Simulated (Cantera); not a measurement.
An adiabatic, constant-pressure homogeneous reactor starts with H₂ : O₂ : N₂ = 1 : 1.35 : 5.08 (molar parts), at 1350 K and 1.01 bar. Integrator tolerance rtol = 1e-08.

Cantera simulation using the H2/O2 subset of GRI-Mech 3.0, which has no nitrogen chemistry; the numbers are that mechanism's predictions, not measurements.

Problem. What does this change do: initial temperature 1350 to 1475 K?

Solution. 
| quantity | before | after |
|---|---|---|
| time of steepest temperature rise | 25.4 µs | 16.4 µs |
| temperature at 0.800 s | 2259 K | 2355 K |
| equilibrium temperature | 2259 K | 2355 K |
| x(H₂) at 0.800 s | 0.000659 (gas-phase equilibrium 0.000659) | 0.00112 (gas-phase equilibrium 0.00112) |
| x(O₂) at 0.800 s | 0.120 (gas-phase equilibrium 0.120) | 0.119 (gas-phase equilibrium 0.119) |
| x(H₂O₂) at 0.800 s | 1.95e-7 (gas-phase equilibrium 1.95e-7) | 2.43e-7 (gas-phase equilibrium 2.43e-7) |
| x(O) at 0.800 s | 0.00135 (gas-phase equilibrium 0.00135) | 0.00234 (gas-phase equilibrium 0.00234) |
| x(OH) at 0.800 s | 0.00646 (gas-phase equilibrium 0.00646) | 0.00909 (gas-phase equilibrium 0.00909) |

Problem. What does this change do: H2 1 to 0.48 parts?

Solution. 
```
quantity                                                              before                                      after
---------------------------------  -----------------------------------------  -----------------------------------------
time of steepest temperature rise                                    25.4 µs                                    32.8 µs
temperature at 0.800 s                                                2259 K                                     1841 K
equilibrium temperature                                               2259 K                                     1841 K
x(H₂) at 0.800 s                   0.000659 (gas-phase equilibrium 0.000659)    1.38e-5 (gas-phase equilibrium 1.38e-5)
x(O₂) at 0.800 s                         0.120 (gas-phase equilibrium 0.120)        0.166 (gas-phase equilibrium 0.166)
x(H₂O₂) at 0.800 s                   1.95e-7 (gas-phase equilibrium 1.95e-7)    3.08e-8 (gas-phase equilibrium 3.08e-8)
x(O) at 0.800 s                      0.00135 (gas-phase equilibrium 0.00135)    7.26e-5 (gas-phase equilibrium 7.26e-5)
x(OH) at 0.800 s                     0.00646 (gas-phase equilibrium 0.00646)  0.000702 (gas-phase equilibrium 0.000702)
```
